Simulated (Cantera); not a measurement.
A Cantera script and what it prints.

```python
import numpy as np
import cantera as ct

gas_names = """
    B BN BO BO2 B2 B2O B2O2 B2O3 N NO NO2 NO3 N2 N2O O O2 O3
""".split()
cond_names = """
    B(b) B(L) BN(s) B2O3(L)
""".split()


# ... load() reads the species with a 1 bar reference pressure and builds the phases ...
atoms = {
    'B2O3': {'B': 2, 'O': 3},
    'N2': {'N': 2},
}
top_T = {'BN(s)': 3200}  # K; cautious upper limits of use, not melting points


# ... equilibrate(T, P, feed) seeds the gas with the atoms and calls Mixture.equilibrate('TP', solver="vcs", rtol=1e-11, max_steps=5000) ...
results = []
feed = {'B2O3': 1, 'N2': 0.46}  # mol
P = 17000  # Pa
for T in [975, 1075, 1175, 1275, 1375, 1475, 1575, 1675, 1775, 1875, 1975, 2075, 2175]:
    mix = equilibrate(T, P, feed)
    results.append((T, P, feed, dict(zip(mix.species_names, mix.species_moles))))

top = {s: max(r[3][s] / sum(r[3][g] for g in gas_names) for r in results) for s in gas_names}
cols = sorted((s for s in top if top[s] > 1e-05), key=lambda s: -top[s])[:6]
seen = [c for c in cond_names if any(r[3].get(c, 0) > 1e-12 for r in results)]
print("log10 of partial pressures in bar; condensed amounts in mol")
print(f"{'T/K':>10s}" + "".join(f"{s[:9]:>10s}" for s in cols + seen))
for T, P, feed, n in results:
    ng = sum(n[g] for g in gas_names)
    print(f"{T:10.4g}" + "".join(f"{np.log10(max(n[s] / ng * P / 1e5, 1e-99)):10.3f}" for s in cols)
          + "".join(f"{n.get(c, 0):10.4g}" for c in seen))
```

It prints:

```
log10 of partial pressures in bar; condensed amounts in mol
       T/K        N2      B2O3       BO2        BO      B2O2        NO     BN(s)   B2O3(L)
       975    -0.770   -12.009   -16.618   -17.084   -18.200   -15.511         0         1
      1075    -0.770   -10.029   -12.676   -16.299   -18.878   -10.499         0         1
      1175    -0.770    -8.399   -13.349   -11.720   -11.580   -14.216 4.386e-11         1
      1275    -0.770    -7.036   -11.234   -10.555   -10.813   -11.974         0         1
      1375    -0.770    -5.881    -9.486    -9.509   -10.055   -10.170         0         1
      1475    -0.770    -4.890    -8.244    -8.344    -8.877    -9.141         0         1
      1575    -0.770    -4.031    -7.176    -7.320    -7.829    -8.269         0    0.9997
      1675    -0.771    -3.280    -6.244    -6.416    -6.903    -7.511         0    0.9986
      1775    -0.776    -2.618    -5.421    -5.615    -6.080    -6.847         0    0.9934
      1875    -0.794    -2.031    -4.690    -4.901    -5.345    -6.264         0    0.9733
      1975    -0.858    -1.508    -4.036    -4.261    -4.686    -5.765         0    0.8966
      2075    -1.110    -1.037    -3.447    -3.684    -4.094    -5.413         0     0.454
      2175    -1.273    -0.939    -3.107    -3.295    -3.823    -5.121         0         0
```

Method: chemical equilibrium by Gibbs-energy minimisation in Cantera with the NASA 1993 tables (ideal gas, pure condensed phases).
